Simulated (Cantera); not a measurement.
Source: NASA polynomial tables (part measured, part estimated), evaluated in Cantera. Values are per mole of reaction as written; species without (g) are pure solids or liquids, kept so even where they would boil at 1 bar.

5 H₂O(g) + 2 Nb = Nb₂O₅ + 5 H₂(g), with ΔH° = -690.3 kJ and ΔS° = -225.9 J/K at 300 K.

### Question
How far is the shortcut ΔG° ≈ ΔH°(300 K) − T·ΔS°(300 K) from the full temperature-dependent value at 1073, 1123, 1173, 1223, 1273, 1323, 1373, 1423, 1473, 1523 K?

### Answer
```
T (K)  shortcut (kJ)  full (kJ)  difference (kJ)  difference in log10 K
-----  -------------  ---------  ---------------  ---------------------
1073          -447.9     -488.9             41.0                  -1.99
1123          -436.6     -482.0             45.4                  -2.11
1173          -425.3     -475.3             50.0                  -2.23
1223          -414.0     -468.8             54.7                  -2.34
1273          -402.7     -462.3             59.6                  -2.44
1323          -391.4     -455.9             64.5                  -2.55
1373          -380.1     -449.7             69.6                  -2.65
1423          -368.8     -443.5             74.7                  -2.74
1473          -357.5     -437.5             79.9                  -2.83
1523          -346.3     -431.5             85.2                  -2.92
```
The shortcut ignores the heat-capacity change of the reaction.
